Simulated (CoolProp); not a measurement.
Vapour-liquid equilibrium of isobutane (1) + acetone (2) at 290.8 K; x and y are mole fractions of (1).

Computed with CoolProp (multi-fluid Helmholtz-energy mixture model, Bücker 2006 and Lemmon 2006; pair parameters Bell 2016).

Q: Give the bubble pressure and the first vapour's composition at x = 0.15, 0.75, 0.95. Is there an azeotrope?

A: x = 0.15: 161.1 kPa, y = 0.871; x = 0.75: 252.3 kPa, y = 0.933; x = 0.95: 274.4 kPa, y = 0.976. No azeotrope shows between x = 0.05 and 0.95.

The pair parameters rest on a limited set of measurements; away from them the model extrapolates. With so large a gap from Raoult's law the liquid may split in two, which this calculation doesn't test in full.
